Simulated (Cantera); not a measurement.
Moist CO burnout

A perfectly stirred reactor is fed with 0.248 % CO, 4.48 % O2, 0.0210 % H2O, 95.3 % N2, at 7500 Torr; it is held at 1050 K, and followed from long to short residence time.

Detailed kinetics in Cantera: GRI-Mech 3.0 (53 species, 325 reactions).

| τ (s) | x CO | x O2 | x H2O | x NO | x H2O2 | x H | x CO2 |
|---|---|---|---|---|---|---|---|
| 18 | 0.000817 | 0.0440 | 0.000210 | 1.07e-9 | 2.99e-9 | 2.13e-11 | 0.00166 |
| 3.4 | 0.00173 | 0.0444 | 0.000209 | 1.40e-10 | 4.52e-9 | 4.38e-11 | 0.000743 |
| 0.64 | 0.00230 | 0.0447 | 0.000209 | 7.92e-12 | 4.43e-9 | 5.28e-11 | 0.000178 |
| 0.12 | 0.00245 | 0.0448 | 0.000209 | <1e-12 | 1.71e-9 | 3.28e-11 | 2.17e-5 |
| 0.023 | 0.00248 | 0.0448 | 0.000210 | <1e-12 | 2.82e-11 | 4.08e-12 | 6.66e-7 |
| 0.0043 | 0.00248 | 0.0448 | 0.000210 | <1e-12 | <1e-12 | <1e-12 | 4.19e-8 |
| 0.00082 | 0.00248 | 0.0448 | 0.000210 | <1e-12 | <1e-12 | <1e-12 | 4.90e-9 |
| 0.00016 | 0.00248 | 0.0448 | 0.000210 | <1e-12 | <1e-12 | <1e-12 | 6.87e-10 |
x: mole fraction; the columns are a selection and need not sum to one.
